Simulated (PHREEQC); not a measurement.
Consider water at 25 °C with 0.22 mol/kgw HF and 0.0032 mol/kgw NH4HF2. Closed to the air; pH follows from the charge balance.

Equilibrium calculation in PHREEQC: ion-association model, phreeqc.dat.

Each row changes one thing in this solution. Precipitation was switched off in this run.

```json
[
 {"case": "as made", "pH": "1.85", "ionic strength (mol/kgw)": "0.0191", "HF (mol/kgw)": "0.199", "F- (mol/kgw)": "0.0108", "HF2- (mol/kgw)": "0.00827", "NH3 (mol/kgw)": "1.11e-10"},
 {"case": "HF replaced by KF at the same molality", "pH": "5.11", "ionic strength (mol/kgw)": "0.223", "HF (mol/kgw)": "___", "F- (mol/kgw)": "0.222", "HF2- (mol/kgw)": "___", "NH3 (mol/kgw)": "1.48e-7"},
 {"case": "diluted 2-fold with water", "pH": "2.05", "ionic strength (mol/kgw)": "___", "HF (mol/kgw)": "___", "F- (mol/kgw)": "0.00827", "HF2- (mol/kgw)": "0.00313", "NH3 (mol/kgw)": "9.09e-11"},
 {"case": "NH4HF2 replaced by NH4Br at the same molality", "pH": "1.81", "ionic strength (mol/kgw)": "0.0204", "HF (mol/kgw)": "0.195", "F- (mol/kgw)": "0.00986", "HF2- (mol/kgw)": "0.00739", "NH3 (mol/kgw)": "1.02e-10"},
 {"case": "diluted 100-fold with water", "pH": "3.04", "ionic strength (mol/kgw)": "0.000976", "HF (mol/kgw)": "0.00128", "F- (mol/kgw)": "0.000971", "HF2- (mol/kgw)": "4.78e-6", "NH3 (mol/kgw)": "1.93e-11"}
]
```

**Question.** Fill in the missing entries.

**Answer.** 
- HF replaced by KF at the same molality, HF (mol/kgw): 0.00173
- HF replaced by KF at the same molality, HF2- (mol/kgw): 0.00146
- diluted 2-fold with water, ionic strength (mol/kgw): 0.0114
- diluted 2-fold with water, HF (mol/kgw): 0.0987
